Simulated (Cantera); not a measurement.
Input: 1 mol Fe(CO)5, 0.12 mol O2, 4.4 mol H2, held at 1102 °C and 0.520 bar.

Equilibrium computed with Cantera from the NASA thermochemical tables; the gas is ideal and each condensed phase is pure. Rates play no part.

```tsv
species	before	after
CO	0.523	0.525
H2	0.452	0.450
H2O	0.0164	0.0184
CO2	0.00917	0.00716
CH4	1.82e-5	1.02e-6
H	3.19e-6	4.95e-5
Fe(γ), mol	1.00	1.000
```
Gas species are given as mole fractions.

Problem. What was changed between the two runs?
(A) temperature from 1102 °C to 1325 °C
(B) H2 from 4.4 to 59 mol
(C) H2 from 4.4 to 15 mol
(D) O2 from 0.12 to 0.59 mol

Solution. A, temperature from 1102 °C to 1325 °C
